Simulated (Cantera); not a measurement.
A Cantera script and its output.

```python
import numpy as np
import cantera as ct

gas = ct.Solution("gri30.yaml", transport_model="multicomponent")
show = ['CO2', 'H', 'C2H2']

rows = []
print(f"{'T/K':>7s}{'rho':>11s}{'cp':>10s}{'mu':>11s}{'lambda':>11s}{'Pr':>7s}" + "".join(f"{'D_' + s:>11s}" for s in show))
for T in [400, 550, 700, 850, 1000, 1150, 1300]:
    gas.TPX = T, 260, {'N2': 0.21, 'N2O': 0.18, 'NO': 0.88}
    Pr = gas.cp_mass * gas.viscosity / gas.thermal_conductivity
    D = [gas.mix_diff_coeffs_mole[gas.species_index(s)] for s in show]
    rows.append([gas.density, gas.cp_mass, gas.viscosity, gas.thermal_conductivity, Pr, *D])
    print(f"{T:7g}{gas.density:11.4e}{gas.cp_mass:10.1f}{gas.viscosity:11.4e}"
          f"{gas.thermal_conductivity:11.4e}{Pr:7.3f}" + "".join(f"{d:11.4e}" for d in D))
print("SI units: kg/m3, J/kg/K, Pa s, W/m/K, m2/s")
```

Output:

```
    T/K        rho        cp         mu     lambda     Pr      D_CO2        D_H     D_C2H2
    400 2.4752e-03    1000.0 2.2352e-05 3.1394e-02  0.712 9.7098e-03 7.6740e-02 1.0329e-02
    550 1.8002e-03    1042.4 2.8145e-05 4.1132e-02  0.713 1.7122e-02 1.3363e-01 1.8140e-02
    700 1.4144e-03    1087.8 3.3269e-05 5.0678e-02  0.714 2.6051e-02 2.0187e-01 2.7533e-02
    850 1.1648e-03    1128.9 3.7941e-05 5.9942e-02  0.715 3.6350e-02 2.8043e-01 3.8361e-02
   1000 9.9009e-04    1162.1 4.2284e-05 6.8754e-02  0.715 4.7917e-02 3.6859e-01 5.0518e-02
   1150 8.6095e-04    1185.3 4.6373e-05 7.6917e-02  0.715 6.0675e-02 4.6580e-01 6.3924e-02
   1300 7.6161e-04    1205.3 5.0258e-05 8.4781e-02  0.714 7.4562e-02 5.7161e-01 7.8517e-02
SI units: kg/m3, J/kg/K, Pa s, W/m/K, m2/s
```

Cantera simulation using GRI-Mech 3.0 (53 species, 325 reactions); the numbers are that mechanism's predictions, not measurements. The composition is frozen, though it would react at the higher temperatures.
